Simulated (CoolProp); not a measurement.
Vapour-liquid equilibrium of propane (1) + R236EA (2) at 198 kPa; x and y are mole fractions of (1).

The numbers come from the multi-fluid Helmholtz-energy mixture model, Lemmon 2009 and Rui 2013; pair parameters Bell 2016 in CoolProp.

```csv
x,"bubble temperature, mixture model (°C)","bubble temperature, Raoult's law (°C)","y, mixture model","y, Raoult's law"
0.05,6.9,18.9,0.480,0.205
0.125,-9.2,12.3,0.753,0.429
0.2,-17.1,6.6,0.838,0.583
0.275,-20.8,1.6,0.871,0.693
0.35,-22.5,-2.7,0.884,0.772
0.425,-23.1,-6.5,0.889,0.830
0.5,-23.4,-9.9,0.892,0.874
0.575,-23.5,-13.0,0.893,0.907
0.65,-23.7,-15.7,0.895,0.933
0.725,-24.0,-18.2,0.900,0.954
0.8,-24.4,-20.5,0.910,0.970
0.875,-24.9,-22.6,0.929,0.983
0.95,-25.5,-24.5,0.963,0.994
```

The largest gap from Raoult's law is -23.7 K in bubble temperature, at x = 0.2. No azeotrope shows between x = 0.05 and 0.95.

The pair parameters rest on a limited set of measurements; away from them the model extrapolates. With so large a gap from Raoult's law the liquid may split in two, which this calculation doesn't test in full.
